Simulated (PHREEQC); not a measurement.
0.021 g of hydrous ferric oxide (600 m²/g; 0.2 weak and 0.005 strong sites per Fe, Dzombak-Morel constants, diffuse double layer) in 1 kg of water with 0.005 mol/kgw of an inert sodium salt and 1.3e-07 mol/kgw H3BO3 and 1.4e-07 mol/kgw Na2HAsO4, at 25 °C; the pH is set by adding NaOH or the inert anion's acid. Oxygen is held at 0.21 atm. The system is closed to CO2. Nothing may precipitate in this run.

The series has 17 steps of pH, from 4 to 10.

All values are PHREEQC results (ion-association model, wateq4f.dat), not measurements.

Q: Near which pH is half of the As sorbed, and on which side is more sorbed?

A: Near pH 9.5, with more sorbed at lower pH.
